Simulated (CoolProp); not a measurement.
Model: reference Helmholtz-energy equation of state, Colonna 2008, in CoolProp. It is a short technical equation, of lower accuracy than the large ones.

For dodecamethylcyclohexasiloxane (D6), give the phase and the cp (kJ/(kg K)), Joule-Thomson coefficient (K/MPa) at 620 K and 0.0394 MPa; 620 K and 1.06 MPa; 620 K and 2.4 MPa.


- 620 K and 0.0394 MPa: gas; cp 1.96, Joule-Thomson coefficient 9.96
- 620 K and 1.06 MPa: liquid; cp 2.34, Joule-Thomson coefficient 2.06
- 620 K and 2.4 MPa: liquid; cp 2.22, Joule-Thomson coefficient 0.795
